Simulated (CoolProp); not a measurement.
Properties of sulfur hexafluoride at several states (Tc = 318.7 K, pc = 3.755 MPa, ω = 0.210).

Model: reference Helmholtz-energy equation of state, Guder 2009, in CoolProp.

| T (K) | p (MPa) | phase | cp (kJ/(kg K)) | isothermal compressibility (1/MPa) | expansivity (1/kK) |
|---|---|---|---|---|---|
| 580.5 | 0.0919 | gas | 0.9238 | 10.89 | 1.730 |
| 623.3 | 1.75 | gas | 0.9503 | 0.5746 | 1.708 |
| 409.3 | 0.0896 | gas | 0.8080 | 11.20 | 2.474 |
